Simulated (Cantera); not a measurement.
Charge: 1 mol B, 0.43 mol NH3, 58 mol H2, at 2098.15 K and 0.230 bar.

These are equilibrium values from Cantera (NASA tables, ideal gas, pure condensed phases), not measurements of a reactor. Candidate condensed phases: B, BN; 15 gas species. Mutual solubility and eutectic melting of coexisting phases are not modelled. The tables' values for BH2 are old estimates; treat these amounts as uncertain. Gases not in the tables: B2H6 and higher boranes. The numbers say what is thermodynamically allowed, not how fast it happens.

Base state: H2 0.991, H 0.00639, N2 0.00207, BH2 0.000793, BH3 2.16e-5 (mole fractions); condensed: B(s) + BN(s).

Question: What changes in the equilibrium state with this change: temperature from 2098.15 K to 2448 K?

Answer: 
```csv
species,before,after
H2,0.991,0.952
H,0.00639,0.0405
N2,0.00207,0.00358
BH2,0.000793,0.00324
B,2.75e-6,0.000226
BH,2.13e-6,6.31e-5
BH3,2.16e-5,3.66e-5
"B(s), mol",0.765,0
"BN(s), mol",0.186,0
"B(l), mol",0,0.785
```
